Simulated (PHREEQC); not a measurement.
CaCl2 is added in steps, without added water, to 1 kg of water holding 0.0035 mol/kgw HF, 0.0073 mol/kgw NaF and 0.0017 mol/kgw H2SiF6, at 30 °C. O2 is buffered at 0.21 atm. CO2 from the air is kept out. Solids allowed: Fluorite, Portlandite, SiO2(a), Halite. Others were left out.

Base run: PHREEQC, ion-association model, wateq4f.dat. Each further column changes one thing. The table gives pH.

```
CaCl2 added (mol)  base  HF left out  temperature from 30 to 75 °C  temperature from 30 to 70 °C
-----------------  ----  -----------  ----------------------------  ----------------------------
0                  3.08         3.35                          3.37                          3.33
0.00525            2.30         2.39                          2.44                          2.42
0.0105             2.04         2.13                          2.15                          2.13
0.01575            1.99         2.11                          2.09                          2.08
0.021              1.98         2.10                          2.07                          2.06
0.02625            1.98         2.10                          2.06                          2.05
0.0315             1.98         2.10                          2.05                          2.04
0.03675            1.98         2.10                          2.05                          2.04
0.042              1.98         2.11                          2.05                          2.04
```

SiF6-2 is the database's only silicon fluoride. At this temperature some constants are extrapolated from 25 °C, and those without enthalpy data are left unchanged.
